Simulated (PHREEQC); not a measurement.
Solution (25 °C): 0.052 mol/kgw NaH2PO4 and 0.019 mol/kgw HNO3. It is in equilibrium with CO2 at log p = -1 (atm). Otherwise closed; pH follows from the charge balance.

Equilibrium calculation in PHREEQC: ion-association model, phreeqc.dat.

The ionic strength comes out as 0.0560 mol/kgw. What activity coefficients do H+, NO3-, HPO4-2, H2PO4-, Na+ get?

H+ 0.85, NO3- 0.80, HPO4-2 0.45, H2PO4- 0.82, Na+ 0.82.

No solid was allowed to form.
